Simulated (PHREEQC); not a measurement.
## Phosphoric acid bath (model solution)

Solution (25 °C): 18 mmol/kgw KH2PO4 and 110 mmol/kgw H2SO4. Closed to the air; pH follows from the charge balance.

The numbers come from PHREEQC with the ion-association model, phreeqc.dat.

Each row changes one thing in this solution. This is a speciation only: nothing precipitates in the calculation.

| case | pH | ionic strength (mol/kgw) | HSO4- (mol/kgw) | SO4-2 (mol/kgw) | H3PO4 (mol/kgw) | H2PO4- (mol/kgw) |
|---|---|---|---|---|---|---|
| as made | 1.02 | 0.156 | 0.0867 | 0.0224 | 0.0164 | 0.00161 |
| 0.0031 mol/kgw NaOH added | 1.03 | 0.157 | 0.0862 | 0.0228 | 0.0164 | 0.00164 |
| KH2PO4 from 0.018 to 0.0036 mol/kgw | 0.99 | 0.152 | 0.0890 | 0.0208 | 0.00331 | 0.000295 |
| temperature from 25 to 90 °C | 1.10 | 0.123 | 0.103 | 0.00600 | 0.0169 | 0.00105 |
| KH2PO4 replaced by NaH2PO4 at the same molality | 1.03 | 0.157 | 0.0869 | 0.0225 | 0.0164 | 0.00161 |
| 0.0016 mol/kgw NaCl added | 1.02 | 0.158 | 0.0867 | 0.0225 | 0.0164 | 0.00161 |
| 0.0075 mol/kgw HCl added | 1.00 | 0.162 | 0.0875 | 0.0217 | 0.0165 | 0.00154 |

Constants without temperature data keep their 25 °C values here.
